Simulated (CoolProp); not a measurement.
CH2F2 (R32) along the isotherm 381.5 K: density (kg/m³) from the reference equation and from simpler models built on Tc = 351.3 K, pc = 57.83 bar, ω = 0.277; each cubic takes its own stable root.

Values from CoolProp's reference Helmholtz-energy equation of state, Tillner-Roth 1997.

| p (bar) | phase | reference |
|---|---|---|
| 9.64 | gas | 16.63 |
| 19.3 | gas | 35.19 |
| 28.9 | gas | 56.04 |
| 38.6 | gas | 80.31 |
| 48.2 | gas | 108.7 |
| 57.8 | gas | 143.2 |
| 67.5 | supercritical | 187.8 |
| 77.1 | supercritical | 247.4 |
| 86.7 | supercritical | 329.4 |

### Question
How far does each simpler model (Redlich-Kwong, Peng-Robinson) lie from the reference over these 9 states: mean and median of the absolute difference, and the worst?

### Answer
- Redlich-Kwong: mean 1.2 %, median 1.1 %, worst -2.6 % at 381.5 K and 86.7 bar
- Peng-Robinson: mean 2.0 %, median 0.6 %, worst -9.3 % at 381.5 K and 86.7 bar
